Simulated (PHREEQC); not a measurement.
# Metal-bearing waste water

A solution holds 0.1 mol CuSO4, 2.5e-05 mol H3AsO4, 0.0085 mol H2SO4 and 0.21 mol Na2SO4 per kg of water, at 25 °C. Closed to the air; pH follows from the charge balance.

Model: ion-association model, wateq4f.dat, run in PHREEQC.

Each row changes one thing in this solution. This is a speciation only: nothing precipitates in the calculation.

| case | pH | ionic strength (mol/kgw) | SO4-2 (mol/kgw) | CuSO4 (mol/kgw) | Cu+2 (mol/kgw) | HSO4- (mol/kgw) | SI of Chalcanthite (CuSO4:5H2O) | SI of Tenorite (CuO) |
|---|---|---|---|---|---|---|---|---|
| as made | 2.57 | 0.673 | 0.185 | 0.0574 | 0.0426 | 0.0135 | -0.87 | -4.49 |
| diluted 100-fold with water | 3.88 | 0.00957 | 0.00290 | 0.000213 | 0.000787 | 2.74e-5 | -3.34 | -3.12 |
| Na2SO4 left out | 2.27 | 0.215 | 0.0508 | 0.0474 | 0.0526 | 0.0103 | -0.98 | -4.85 |
| diluted 10-fold with water | 3.15 | 0.0819 | 0.0245 | 0.00453 | 0.00547 | 0.000852 | -2.01 | -3.96 |
| H3AsO4 from 2.5e-05 to 0.000125 mol/kgw | 2.57 | 0.673 | 0.185 | 0.0574 | 0.0426 | 0.0135 | -0.87 | -4.49 |
| H2SO4 replaced by FeSO4 at the same molality | 4.75 | 0.685 | 0.191 | 0.0579 | 0.0420 | 9.17e-5 | -0.87 | -0.13 |
| H3AsO4 replaced by Na2HAsO4 at the same molality | 2.58 | 0.673 | 0.185 | 0.0574 | 0.0426 | 0.0134 | -0.87 | -4.49 |
| diluted 5-fold with water | 2.97 | 0.155 | 0.0458 | 0.0101 | 0.00990 | 0.00207 | -1.66 | -4.15 |

Some of these states are supersaturated (in Antlerite, Brochantite, for instance). The database has no arsenate complexes of Cu.
